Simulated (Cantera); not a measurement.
A perfectly stirred reactor is fed with NH3 : H2 = 1 : 2.4 (molar parts), at 0.330 bar; it is held at 1950 K, and followed from long to short residence time.

Model: the gas-phase N/H chemistry of the illustrative SiF4/NH3 mechanism in the Surface Chemkin manual (1991), integrated in Cantera. Walls and surfaces, which speed up NH3 decomposition in real reactors, are not modelled.

### Question
What does this change do: NH3 1 to 0.59 parts?

### Answer
```
quantity                 before     after
---------------------  --------  --------
x(NH3) at τ = 1.70 s     0.0343    0.0253
x(H2) at τ = 1.70 s       0.864     0.902
x(H) at τ = 1.70 s     0.000903   0.00103
x(N2) at τ = 1.70 s       0.100    0.0717
x(NH2) at τ = 1.70 s   0.000102   8.28e-5
x(NH3) at τ = 37.0 ms     0.248     0.169
x(H2) at τ = 37.0 ms      0.734     0.818
x(H) at τ = 37.0 ms    0.000400  0.000505
x(N2) at τ = 37.0 ms     0.0176    0.0116
x(NH2) at τ = 37.0 ms  0.000386  0.000298
```

### Question
What does this change do: H2 2.4 to 0.99 parts?

### Answer
| quantity | before | after |
|---|---|---|
| x(NH3) at τ = 1.70 s | 0.0343 | 0.0497 |
| x(H2) at τ = 1.70 s | 0.864 | 0.799 |
| x(H) at τ = 1.70 s | 0.000903 | 0.000746 |
| x(N2) at τ = 1.70 s | 0.100 | 0.151 |
| x(NH2) at τ = 1.70 s | 0.000102 | 0.000132 |
| x(NH3) at τ = 37.0 ms | 0.248 | 0.410 |
| x(H2) at τ = 37.0 ms | 0.734 | 0.559 |
| x(H) at τ = 37.0 ms | 0.000400 | 0.000259 |
| x(N2) at τ = 37.0 ms | 0.0176 | 0.0305 |
| x(NH2) at τ = 37.0 ms | 0.000386 | 0.000542 |
